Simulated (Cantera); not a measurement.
Cantera run:

```python
import numpy as np
import cantera as ct

gas_names = """
    C CO COS CO2 CS CS2 C2 C2O C3 C3O2 C4 C5 O O2 O3 S SO SO2 SO3 S2 S2O S8
""".split()
cond_names = """
    C(gr) S(cr1) S(cr2) S(L)
""".split()


# ... load() reads the species with a 1 bar reference pressure and builds the phases ...
atoms = {
    'CS2': {'C': 1, 'S': 2},
    'SO2': {'S': 1, 'O': 2},
}
top_T = {'C(gr)': 4500}  # K; cautious upper limits of use, not melting points


# ... equilibrate(T, P, feed) seeds the gas with the atoms and calls Mixture.equilibrate('TP', solver="vcs", rtol=1e-11, max_steps=5000) ...
results = []
feed = {'CS2': 1, 'SO2': 0.14}  # mol
P = 16000000  # Pa
for T in [825, 1025, 1225, 1425, 1625, 1825, 2025, 2225]:
    mix = equilibrate(T, P, feed)
    results.append((T, P, feed, dict(zip(mix.species_names, mix.species_moles))))

top = {s: max(r[3][s] / sum(r[3][g] for g in gas_names) for r in results) for s in gas_names}
cols = sorted((s for s in top if top[s] > 1e-05), key=lambda s: -top[s])[:7]
seen = [c for c in cond_names if any(r[3].get(c, 0) > 1e-12 for r in results)]
print("log10 of partial pressures in bar; condensed amounts in mol")
print(f"{'T/K':>10s}" + "".join(f"{s[:9]:>10s}" for s in cols + seen))
for T, P, feed, n in results:
    ng = sum(n[g] for g in gas_names)
    print(f"{T:10.4g}" + "".join(f"{np.log10(max(n[s] / ng * P / 1e5, 1e-99)):10.3f}" for s in cols)
          + "".join(f"{n.get(c, 0):10.4g}" for c in seen))
```

It prints:

```
log10 of partial pressures in bar; condensed amounts in mol
       T/K       CO2       CS2       COS        S2        CO        S8        CS     C(gr)      S(L)
       825     2.051     0.562     1.617    -0.438     0.199    -0.206    -9.136    0.8337     2.083
      1025     1.314     1.737     1.836     0.860     0.889     0.124    -5.824    0.6391     1.657
      1225     0.205     1.977     1.403     1.479     0.891    -0.621    -4.025         0         0
      1425    -0.122     1.959     1.231     1.539     1.219    -2.665    -2.735         0         0
      1625    -0.558     1.947     1.007     1.574     1.372    -4.222    -1.762         0         0
      1825    -1.005     1.939     0.781     1.593     1.441    -5.453    -0.999         0         0
      2025    -1.408     1.934     0.578     1.604     1.472    -6.446    -0.387         0         0
      2225    -1.752     1.926     0.402     1.612     1.488    -7.252     0.109         0         0
```

Method: chemical equilibrium by Gibbs-energy minimisation in Cantera with the NASA 1993 tables (ideal gas, pure condensed phases). The ideal-gas law is rough above about 30 bar. Gases not in the tables: S3 to S7.
